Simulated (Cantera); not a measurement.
# Equilibrium for silicon epitaxy and polysilicon growth: Si₂H₆ + Cl₂ + N₂

Feed: 1 mol Si₂H₆, 0.85 mol Cl₂, 10 mol N₂, equilibrated at 1075 K and 0.600 bar.

Equilibrium computed with Cantera from the NASA thermochemical tables; the gas is ideal and each condensed phase is pure. Candidate condensed phases: NH₄Cl, Si, Si₃N₄; 28 gas species. The feed counts by its element totals alone. N₂ is the only nitrogen source here; it is nearly inert below about 1500 K, so the nitride shown seldom forms there in practice. Kinetics and transport are ignored.

```yaml
x(N₂): 0.694
x(H₂): 0.176
x(HCl): 0.127
x(SiCl₄): 0.00209
x(SiHCl₃): 3.58e-5
x(NH₃): 1.35e-5
x(SiCl₃): 4.70e-6
n(Si₃N₄(s)): 0.658 mol
gas_amount: 12.51 mol
log10 activity of Si(s) (absent): -6.03
```
